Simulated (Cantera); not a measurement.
Cantera run, input and output.

```python
import numpy as np
import cantera as ct

gas = ct.Solution("gri30.yaml")
gas.TPX = 498, 53000, {'CH4': 1, 'C2H6': 0.055, 'C3H8': 0.31, 'O2': 2.88, 'N2': 10.8}
flame = ct.FreeFlame(gas, width=0.062)
flame.set_refine_criteria(ratio=3, slope=0.08, curve=0.16)
flame.transport_model = "mixture-averaged"
flame.solve(loglevel=0, auto=True)
z, T = flame.grid, flame.T
thick = (T[-1] - T[0]) / np.gradient(T, z).max()
show = ['CH4', 'C2H6', 'C3H8', 'HCO', 'NO2', 'CO']
print(f"laminar burning velocity  {flame.velocity[0] * 100:.3f} cm/s")
print(f"burnt temperature         {T[-1]:.1f} K")
print(f"thermal thickness         {thick * 1e3:.4f} mm")
print(f"grid points               {len(z)}")
z0 = z[flame.heat_release_rate.argmax()]
print(f"{'z/mm':>9s}{'T/K':>9s}{'u/(m/s)':>9s}" + "".join(f"{s:>11s}" for s in show))
rows = []
for k in (-3, -2, -1.5, -1, -0.5, -0.25, 0, 0.25, 0.5, 1, 2, 4, 8):
    zz = z0 + k * thick
    rows.append([k * thick, np.interp(zz, z, T), np.interp(zz, z, flame.velocity),
                 *(np.interp(zz, z, flame.X[gas.species_index(s)]) for s in show)])
    print(f"{rows[-1][0] * 1e3:9.3f}{rows[-1][1]:9.1f}{rows[-1][2]:9.3f}" + "".join(f"{x:11.3e}" for x in rows[-1][3:]))
```

Result:

```
laminar burning velocity  96.275 cm/s
burnt temperature         2214.5 K
thermal thickness         0.5947 mm
grid points               149
     z/mm      T/K  u/(m/s)        CH4       C2H6       C3H8        HCO        NO2         CO
   -1.784    498.2    0.965  6.632e-02  3.649e-03  2.057e-02  5.277e-18  1.496e-10  4.765e-06
   -1.189    500.3    0.973  6.595e-02  3.636e-03  2.050e-02  6.407e-15  2.357e-09  6.199e-05
   -0.892    510.2    0.997  6.520e-02  3.620e-03  2.039e-02  1.913e-12  1.499e-08  3.542e-04
   -0.595    585.3    1.158  6.178e-02  3.623e-03  1.988e-02  1.456e-09  9.810e-08  2.931e-03
   -0.297   1026.5    2.096  4.460e-02  3.988e-03  1.291e-02  1.397e-06  8.669e-08  2.372e-02
   -0.149   1438.8    3.015  2.635e-02  2.374e-03  3.340e-03  3.112e-05  3.399e-08  4.983e-02
    0.000   1800.7    3.836  8.255e-03  2.167e-04  6.652e-05  7.457e-05  7.494e-09  7.613e-02
    0.149   1977.3    4.227  1.198e-03  2.817e-06  6.171e-08  3.655e-05  1.549e-09  8.453e-02
    0.297   2029.2    4.329  1.101e-04  2.058e-08  8.656e-12  6.566e-06  1.096e-09  8.081e-02
    0.595   2053.6    4.362  8.441e-07  1.858e-12  1.045e-18  1.892e-07  1.198e-09  7.284e-02
    1.189   2073.6    4.391  4.412e-10  2.905e-18  1.825e-26  9.840e-08  1.259e-09  6.875e-02
    2.379   2099.3    4.437  4.506e-14  7.803e-23  1.177e-34  8.399e-08  1.305e-09  6.823e-02
    4.758   2131.8    4.496  1.168e-14  2.821e-27  6.772e-38  6.616e-08  1.369e-09  6.835e-02
```

Detailed kinetics in Cantera: GRI-Mech 3.0 (53 species, 325 reactions). GRI-Mech 3.0 was tuned for natural gas; its chemistry of propane as a main component is partial and can be far from experiment. Burning velocities carry a grid error of a few per cent, more on coarse grids.
